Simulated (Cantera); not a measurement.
Charge: 1 mol Cu, 1.3 mol F₂, at 975 K.

Method: chemical equilibrium by Gibbs-energy minimisation in Cantera with the NASA 1993 tables (ideal gas, pure condensed phases). Candidate condensed phases: Cu, CuF₂; 6 gas species. Kinetics and transport are ignored.

x: gas mole fraction; n: condensed amount in mol.

```csv
P (Pa),x F,x F₂,x CuF₂,x CuF,n CuF₂(s)
1,0.450,0.000350,0.550,…,0.268
5.20,0.887,0.00707,0.106,…,0.930
27,0.939,0.0411,0.0204,…,0.988
140,0.830,0.166,0.00393,…,0.998
720,0.580,0.419,0.000763,<1e-12,1.000
3700,0.325,0.675,0.000149,<1e-12,1.000
19000,0.160,0.840,2.89e-5,<1e-12,1.000
100000,0.0733,0.927,5.50e-6,<1e-12,1.000
```

Question: What belongs in the gaps?

Answer: 
- 1, x CuF: 3.26e-7
- 5.20, x CuF: 6.11e-9
- 27, x CuF: 2.14e-10
- 140, x CuF: 9.02e-12
